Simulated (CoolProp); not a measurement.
Vapour-liquid equilibrium of propane (1) + isohexane (2) at 42.5 kPa; x and y are mole fractions of (1).

Model: multi-fluid Helmholtz-energy mixture model, Lemmon 2009 and Lemmon 2006; pair parameters Bell 2016, in CoolProp.

```tsv
x	bubble temperature (K)	y at the bubble point	dew temperature at overall composition x (K)	liquid density (mol/L)
0.05	281.3	0.696	307.1	7.856
0.2	246.9	0.961	302.8	8.755
0.35	233.7	0.987	297.8	9.519
0.5	226.2	0.994	291.8	10.31
0.65	221.1	0.997	284.1	11.17
0.8	217.2	0.999	273.1	12.14
0.95	214.0	1.000	250.4	13.24
```

No azeotrope shows between x = 0.05 and 0.95.

Pair parameters are fitted to limited data, so mixtures are less certain than the pure fluids. The gap from Raoult's law changes sign with composition, which may be real or a fault of the pair parameters; it wasn't checked against measurements.
